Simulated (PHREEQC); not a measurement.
## Leach liquor: speciation

Consider water at 60 °C with 0.0018 mol HCl, 0.037 mol LiCl and 0.051 mol Fe2(SO4)3 per kg of water. Closed to the air; pH follows from the charge balance.

Equilibrium calculation in PHREEQC: ion-association model, phreeqc.dat.

This is a speciation only: nothing precipitates in the calculation.

Task: Estimate the pH.

Result: pH 2.38.

Task: In which forms is Cl present?

Result: Cl- 96 %, FeCl+2 4.0 % of the Cl.

The solution is supersaturated, for example in Hematite (slow to form), Goethite (slow to form), so a real one may precipitate; this is no full list. Away from 25 °C the constants follow the database's enthalpies or fits; those with neither stay at their 25 °C values.
